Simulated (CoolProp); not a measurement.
Saturation properties of oxygen (Tc = 154.6 K, pc = 5.046 MPa, ω = 0.022).

Computed with CoolProp (reference Helmholtz-energy equation of state, Schmidt 1985).

| T (K) | p (MPa) | enthalpy of vaporisation (kJ/kg) | liquid cp (kJ/(kg K)) | vapour Z | liquid conductivity (mW/(m K)) |
|---|---|---|---|---|---|
| 106.6 | 0.4266 | 194.4 | 1.779 | 0.9101 | 127 |
| 109.8 | 0.5359 | 190.0 | 1.805 | 0.8944 | 122 |
| 113 | 0.6646 | 185.3 | (withheld) | 0.8772 | 118 |
| 116.2 | 0.8143 | 180.2 | 1.873 | (withheld) | 113 |
| 119.4 | 0.9872 | 174.7 | 1.918 | 0.8381 | 108 |
| 122.6 | 1.185 | 168.8 | 1.972 | 0.8160 | 103 |
| 125.7 | 1.402 | (withheld) | 2.036 | 0.7928 | 98.9 |
| 128.9 | 1.655 | 155.7 | 2.120 | 0.7668 | 94.2 |
| 132.1 | 1.939 | 148.0 | 2.227 | (withheld) | 89.6 |
| 135.3 | 2.256 | (withheld) | 2.369 | 0.7077 | 85.0 |
| 138.5 | 2.609 | 130.1 | 2.568 | (withheld) | 80.4 |
| 141.7 | 3.001 | (withheld) | 2.863 | 0.6356 | 75.8 |
| 144.9 | 3.434 | 106.5 | 3.348 | 0.5922 | 71.2 |
| 148 | 3.896 | 91.39 | 4.250 | 0.5424 | 66.8 |
| 151.2 | 4.422 | 70.37 | 6.884 | 0.4761 | 62.9 |

Fill in the missing entries.


- 113, liquid cp (kJ/(kg K)): 1.836
- 116.2, vapour Z: 0.8585
- 125.7, enthalpy of vaporisation (kJ/kg): 162.6
- 132.1, vapour Z: 0.7386
- 135.3, enthalpy of vaporisation (kJ/kg): 139.6
- 138.5, vapour Z: 0.6736
- 141.7, enthalpy of vaporisation (kJ/kg): 119.2

It boils at 90.2 K under 1 atm.

Thermal conductivity comes from a separate model (Lemmon 2004).
